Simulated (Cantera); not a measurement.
Cantera run, input and output.

```python
import numpy as np
import cantera as ct

gas = ct.Solution("gri30.yaml")
gas.TPX = 2223, 13332, {'CH4': 0.023, 'H2': 1, 'H': 0.054}
reactor = ct.IdealGasConstPressureReactor(gas, energy="off", clone=False)
net = ct.ReactorNet([reactor])
net.rtol, net.atol = 1e-08, 1e-18
show = ['CH4', 'H2', 'H', 'CH3', 'C2H4']
times = np.geomspace(6e-05, 200, 13)

steps = ct.SolutionArray(gas, extra=["t"])
rows = []
print(f"{'t/s':>10s}{'T/K':>9s}{'P/Pa':>11s}" + "".join(f"{s:>11s}" for s in show))
for t in times:
    while net.time < t:
        t_next = net.step()
        steps.append(gas.state, t=t_next)
    rows.append([np.interp(t, steps.t, y) for y in (steps.T, steps.P, *steps(*show).X.T)])
    print(f"{t:10.3e}{rows[-1][0]:9.1f}{rows[-1][1]:11.4g}" + "".join(f"{x:11.3e}" for x in rows[-1][2:]))
rate = np.gradient(steps.T, steps.t)
print("integrator steps:", len(steps.t))
if steps.T.max() > steps.T[0] + 200:
    print(f"time of steepest temperature rise: {steps.t[rate.argmax()]:.4e} s")
gas.TPX = 2223, 13332, {'CH4': 0.023, 'H2': 1, 'H': 0.054}
gas.equilibrate("TP")
print(f"equilibrium (TP): T = {gas.T:.1f} K  " + "  ".join(f"{s} {gas[s].X[0]:.3e}" for s in show))
```

It prints:

```
       t/s      T/K       P/Pa        CH4         H2          H        CH3       C2H4
 6.000e-05   2223.0  1.333e+04  8.238e-03  9.526e-01  3.008e-02  4.848e-03  1.245e-04
 2.098e-04   2223.0  1.333e+04  5.470e-03  9.620e-01  2.331e-02  2.489e-03  4.342e-05
 7.333e-04   2223.0  1.333e+04  3.087e-03  9.686e-01  1.861e-02  1.120e-03  1.251e-05
 2.564e-03   2223.0  1.333e+04  1.423e-03  9.717e-01  1.671e-02  4.633e-04  4.717e-06
 8.963e-03   2223.0  1.333e+04  5.014e-04  9.723e-01  1.677e-02  1.639e-04  3.219e-06
 3.133e-02   2223.0  1.333e+04  1.520e-04  9.720e-01  1.728e-02  5.122e-05  3.016e-06
 1.095e-01   2223.0  1.333e+04  6.668e-05  9.719e-01  1.742e-02  2.266e-05  2.999e-06
 3.830e-01   2223.0  1.333e+04  6.062e-05  9.719e-01  1.743e-02  2.061e-05  2.999e-06
 1.339e+00   2223.0  1.333e+04  6.062e-05  9.719e-01  1.743e-02  2.060e-05  2.999e-06
 4.681e+00   2223.0  1.333e+04  6.062e-05  9.719e-01  1.743e-02  2.060e-05  2.999e-06
 1.636e+01   2223.0  1.333e+04  6.062e-05  9.719e-01  1.743e-02  2.060e-05  2.999e-06
 5.721e+01   2223.0  1.333e+04  6.062e-05  9.719e-01  1.743e-02  2.060e-05  2.999e-06
 2.000e+02   2223.0  1.333e+04  6.062e-05  9.719e-01  1.743e-02  2.060e-05  2.999e-06
integrator steps: 1137
equilibrium (TP): T = 2223.0 K  CH4 6.080e-05  H2 9.719e-01  H 1.743e-02  CH3 2.067e-05  C2H4 2.999e-06
```

Detailed kinetics in Cantera: GRI-Mech 3.0 (53 species, 325 reactions). GRI-Mech 3.0 stops at C3 and has no aromatics, soot or wall deposition, so with more carbon than oxygen in the feed, carbon stays in small species such as C2H2 where larger ones or solid carbon would form.
